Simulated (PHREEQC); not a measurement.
Dissolve 0.12 mol HBr per kg of water at 10 °C. Closed to the air; pH follows from the charge balance.

The numbers come from PHREEQC with the ion-association model, phreeqc.dat.

Precipitation was switched off in this run.

Q: Estimate the pH, density.

A: pH 1.01; density 1.007 g/cm³.

Constants without temperature data keep their 25 °C values here.
